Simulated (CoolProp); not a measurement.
Saturated liquid density (kg/m³) of propyne: the reference equation beside estimates from Tc = 129.6 °C, pc = 5658 kPa, ω = 0.204. Rackett uses Z = 0.29056 − 0.08775 ω.

Values from CoolProp's reference Helmholtz-energy equation of state, Polt 1992. This equation is an older, rougher fit; its heat capacities, sound speeds and derivatives of the liquid may be far off and weren't checked against measurements.

```
T (°C)  reference  Rackett  van der Waals  Redlich-Kwong  Soave-Redlich-Kwong  Peng-Robinson
------  ---------  -------  -------------  -------------  -------------------  -------------
18.05       622.6    610.9          378.4          546.0                563.9          639.0
25.15       611.1    600.7          372.1          534.7                553.0          626.9
32.35       599.4    590.1          365.4          522.7                541.3          613.9
39.55       587.3    579.1          358.5          510.2                529.1            ___
46.75       575.0      ___            ___          497.2                516.2          585.7
53.95       562.3    555.7          343.6          483.5                502.5          570.3
61.05       549.3      ___          335.7          469.3                488.2          554.0
68.25       535.4    530.3          327.3          454.1                472.7          536.3
75.45       520.7    516.4          318.3          437.9                456.1          517.3
82.65       505.0    501.5          308.7          420.7                438.2          496.6
89.75       488.2    485.6          298.4          402.3                419.0          474.4
96.95       469.4      ___          287.1          382.1                397.7          449.4
104.15        ___    447.9          274.3            ___                373.7          421.3
```

Problem. What belongs in the gaps?

Solution. 
- 39.55, Peng-Robinson: 600.3
- 46.75, Rackett: 567.6
- 46.75, van der Waals: 351.2
- 61.05, Rackett: 543.4
- 96.95, Rackett: 467.8
- 104.15, reference: 448.2
- 104.15, Redlich-Kwong: 359.6

Absolute difference from the reference over all 13 rows, mean and median: Rackett 1.0 and 1.1 %, van der Waals 38.9 and 38.9 %, Redlich-Kwong 15.1 and 14.6 %, Soave-Redlich-Kwong 11.8 and 11.1 %, Peng-Robinson 2.3 and 2.2 %.
